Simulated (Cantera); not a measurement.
Equilibrium for silicon nitride deposition: SiH4 + N2 + NH3

A closed system holds: 1 mol SiH4, 28 mol N2, 23 mol NH3, at 1302 °C and 2100 Pa.

Cantera equilibrium calculation (NASA polynomials, part measured and part estimated; ideal gas, pure solids and liquids). Candidate condensed phases: Si, Si3N4; 18 gas species. Kinetics and transport are ignored.

```json
{
  "x(N2)": "0.515",
  "x(H2)": "0.484",
  "x(H)": "0.000200",
  "n(Si3N4(s))": "0.333 mol",
  "gas_amount": "75.34 mol",
  "log10 activity of Si(s) (absent)": "-1.17"
}
```
